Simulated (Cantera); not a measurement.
A perfectly stirred reactor is fed with 83.5 % CH4, 10.2 % H2O, 6.34 % H2, at 1.78 atm; it is held at 1600 K, and followed from long to short residence time.

Detailed kinetics in Cantera: GRI-Mech 3.0 (53 species, 325 reactions). GRI-Mech 3.0 stops at C3 and has no aromatics, soot or wall deposition, so with more carbon than oxygen in the feed, carbon stays in small species such as C2H2 where larger ones or solid carbon would form.

x: mole fraction; the columns are a selection and need not sum to one.

```csv
τ (s),x CH4,x H2O,x H2,x C2H2,x CO
9.0,0.118,0.0115,0.657,0.145,0.0484
2.6,(withheld),(withheld),0.638,0.152,(withheld)
0.76,0.157,0.0466,0.602,0.157,0.0170
0.22,0.233,0.0630,0.534,0.146,0.00589
0.064,0.377,0.0756,0.419,0.113,0.00162
0.019,(withheld),(withheld),(withheld),(withheld),(withheld)
0.0055,0.708,0.0958,0.158,0.0239,7.74e-5
0.0016,0.794,0.100,0.0914,0.00404,1.41e-5
0.00046,0.825,0.102,0.0693,0.000246,1.69e-6
```

Task: Some entries are withheld; supply them.

Result: 
- 2.6, x CH4: 0.128
- 2.6, x H2O: 0.0270
- 2.6, x CO: 0.0339
- 0.019, x CH4: 0.554
- 0.019, x H2O: 0.0868
- 0.019, x H2: 0.279
- 0.019, x C2H2: 0.0659
- 0.019, x CO: 0.000389
